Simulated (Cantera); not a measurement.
Charge: 1 mol TiC, 4.8 mol H₂, at 2402 °C and 350000 Pa.

Cantera equilibrium calculation (NASA polynomials, part measured and part estimated; ideal gas, pure solids and liquids). Candidate condensed phases: C, C₆H₆, C₇H₈, C₈H₁₈, Ti, TiC; 77 gas species. TiC: taken at fixed stoichiometry. Kinetics and transport are ignored.

Base state: H₂ 0.973, H 0.0272, Ti 9.07e-5, C₂H₂ (acetylene) 3.35e-5, CH₄ 1.53e-5 (mole fractions); condensed: TiC(s).

Task: What changes in the equilibrium state with this change: pressure from 350000 Pa to 29000 Pa?

Result: 
```
species            before     after
----------------  -------  --------
H₂                  0.973     0.908
H                  0.0272    0.0914
Ti                9.07e-5  0.000427
C₂H₂ (acetylene)  3.35e-5  0.000206
CH₄               1.53e-5   2.83e-6
TiC(s), mol         1.000     0.998
```

Task: What changes in the equilibrium state with this change: TiC replaced by BN?

Result: 
```csv
species,before,after
H₂,0.973,0.875
N₂,0,0.0931
H,0.0272,0.0258
BH₂,0,0.00528
Ti,9.07e-5,0
BH₃,0,0.000144
B,0,0.000119
BH,0,7.41e-5
C₂H₂ (acetylene),3.35e-5,0
BN,0,1.97e-5
"TiC(s), mol",1.000,0
"B(l), mol",0,0.970
```
The tables' values for BH₂ are old estimates; treat these amounts as uncertain. Gases not in the tables: B₂H₆ and higher boranes. Further candidate phases: B, BN.

Task: What changes in the equilibrium state with this change: pressure from 350000 Pa to 1000 Pa?

Result: 
```tsv
species	before	after
H₂	0.973	0.596
H	0.0272	0.399
Ti	9.07e-5	0.00360
C₃	<1e-9	2.78e-5
C	1.80e-8	5.56e-5
C₂H	9.53e-8	0.000109
CH₄	1.53e-5	1.45e-7
C₂H₂ (acetylene)	3.35e-5	0.00160
TiC(s), mol	1.000	0.978
```
